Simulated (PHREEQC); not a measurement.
Nickel, zinc or cadmium bath: speciation

Make-up at 25 °C: 0.022 mol/kgw CdSO4, 0.006 mol/kgw NaOH and 0.054 mol/kgw H2SO4. Closed to the air; pH follows from the charge balance.

All values are PHREEQC results (ion-association model, wateq4f.dat), not measurements.

Precipitation was switched off in this run.

Q: What pH does the model give?

A: pH 1.32.

Q: In which forms is S present?

A: HSO4- 57 %, SO4-2 27 %, CdSO4 11 %, Cd(SO4)2-2 5.0 % of the S.

Species that the database lacks are ignored.
